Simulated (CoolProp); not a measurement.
A single-stage vapour-compression cycle with R1224YDZ: evaporating at 255.15 K (dew point), condensing at 294.15 K (bubble point), superheat 0 K, subcooling 0 K, compressor efficiency 0.6, no pressure losses. Each further row changes one setting.

Model: reference Helmholtz-energy equation of state, Akasaka 2023, in CoolProp.

```
case                              cooling COP  pressure ratio  discharge temperature (K)  refrigerating effect (kJ/kg)  volumetric capacity (kJ/m³)
--------------------------------  -----------  --------------  -------------------------  ----------------------------  ---------------------------
as stated                                3.37            5.46                      314.9                           141                          236
evaporating temperature 260.15 K         4.02            4.24                      311.3                           145                          305
condensing temperature 289.15 K          3.96            4.53                      308.3                           147                          245
subcooling 5 K                           3.50            5.46                      314.9                           147                          245
superheat 10 K                           3.39            5.46                      325.6                           149                          238
compressor efficiency 0.5                2.81            5.46                      325.0                           141                          236
```
